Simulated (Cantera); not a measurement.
A perfectly stirred reactor is fed with 2.76 % CH4, 95.1 % H2, 2.09 % H2O, at 0.0130 bar; it is held at 1800 K, and followed from long to short residence time.

Detailed kinetics in Cantera: GRI-Mech 3.0 (53 species, 325 reactions). GRI-Mech 3.0 stops at C3 and has no aromatics, soot or wall deposition, so with more carbon than oxygen in the feed, carbon stays in small species such as C2H2 where larger ones or solid carbon would form. Radical loss at walls, strong at low pressure, is not modelled.

x: mole fraction; the columns are a selection and need not sum to one.

```tsv
τ (s)	x CH4	x H2	x C2H6	x H	x CH2
2.9	0.00525	0.962	1.42e-7	0.00255	7.87e-7
1.4	…	0.960	…	0.00240	…
0.68	…	0.959	…	0.00223	…
0.33	0.0143	0.956	8.06e-7	0.00205	1.31e-6
0.16	0.0185	0.954	1.17e-6	0.00183	1.34e-6
0.077	0.0225	0.952	1.38e-6	0.00154	1.16e-6
0.037	0.0255	0.951	1.14e-6	0.00114	7.39e-7
0.018	0.0269	0.951	5.72e-7	0.000689	2.95e-7
0.0087	0.0273	0.951	1.82e-7	0.000351	8.11e-8
```

Task: Complete the blanks.

Result: 
- 1.4, x CH4: 0.00749
- 1.4, x C2H6: 2.68e-7
- 1.4, x CH2: 9.77e-7
- 0.68, x CH4: 0.0105
- 0.68, x C2H6: 4.84e-7
- 0.68, x CH2: 1.16e-6
